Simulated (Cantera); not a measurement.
Charge: 1 mol CH3Cl, 1.4 mol Si, held at 1000 Pa.

These are equilibrium values from Cantera (NASA tables, ideal gas, pure condensed phases), not measurements of a reactor. Candidate condensed phases: C, C6H6, C7H8, C8H18, Si, SiC; 109 gas species. Mutual solubility and eutectic melting of coexisting phases are not modelled. Gases not in the tables: Si2H6 and higher silanes. Equilibrium is a limit: real reactors are often held back by kinetics, nucleation or transport.

### Question
What share of the Si ends up in condensed phases as a function of T (K), at 1023, 1223, 1423, 1623, 1823, 2023, 2223, 2423, 2623, 2823, 3023, 3223, 3423?

### Answer
```json
[
 {"T (K)": "1023", "Si condensed (%)": "82.5", "as": "Si(s) + SiC(s)"},
 {"T (K)": "1223", "Si condensed (%)": "81.8", "as": "Si(s) + SiC(s)"},
 {"T (K)": "1423", "Si condensed (%)": "78.2", "as": "Si(s) + SiC(s)"},
 {"T (K)": "1623", "Si condensed (%)": "76.9", "as": "Si(s) + SiC(s)"},
 {"T (K)": "1823", "Si condensed (%)": "77.5", "as": "Si(l) + SiC(s)"},
 {"T (K)": "2023", "Si condensed (%)": "77.7", "as": "Si(l) + SiC(s)"},
 {"T (K)": "2223", "Si condensed (%)": "71.0", "as": "SiC(s)"},
 {"T (K)": "2423", "Si condensed (%)": "66.9", "as": "SiC(s)"},
 {"T (K)": "2623", "Si condensed (%)": "0.0", "as": "-"},
 {"T (K)": "2823", "Si condensed (%)": "0.0", "as": "-"},
 {"T (K)": "3023", "Si condensed (%)": "0.0", "as": "-"},
 {"T (K)": "3223", "Si condensed (%)": "0.0", "as": "-"},
 {"T (K)": "3423", "Si condensed (%)": "0.0", "as": "-"}
]
```
